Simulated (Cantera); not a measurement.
An adiabatic, constant-volume homogeneous reactor starts with CO : H2 : CH4 : O2 : N2 = 1 : 0.81 : 0.056 : 0.598 : 3.41 (molar parts), equivalence ratio 1.7, at 1373 K and 14.0 bar. Integrator tolerance rtol = 1e-08.

Model: GRI-Mech 3.0 (53 species, 325 reactions), integrated in Cantera. The pressure lies above the range GRI-Mech 3.0 was tuned for (to about 10 atm).

Question: What does this change do: pressure from 14.0 bar to 1.20 bar?

Answer: 
| quantity | before | after |
|---|---|---|
| time of steepest temperature rise | 5.09 µs | 31.6 µs |
| temperature at 0.800 s | 2950 K | 2808 K |
| equilibrium temperature | 2950 K | 2808 K |
| x(CO) at 0.800 s | 0.126 (gas-phase equilibrium 0.126) | 0.129 (gas-phase equilibrium 0.129) |
| x(H2) at 0.800 s | 0.0333 (gas-phase equilibrium 0.0333) | 0.0353 (gas-phase equilibrium 0.0353) |
| x(CH4) at 0.800 s | 1.86e-11 (gas-phase equilibrium 2.13e-11) | <1e-12 (gas-phase equilibrium <1e-12) |
| x(HCO) at 0.800 s | 1.33e-6 (gas-phase equilibrium 1.33e-6) | 2.93e-7 (gas-phase equilibrium 2.93e-7) |
| x(HO2) at 0.800 s | 1.57e-6 (gas-phase equilibrium 1.57e-6) | 1.52e-6 (gas-phase equilibrium 1.52e-6) |
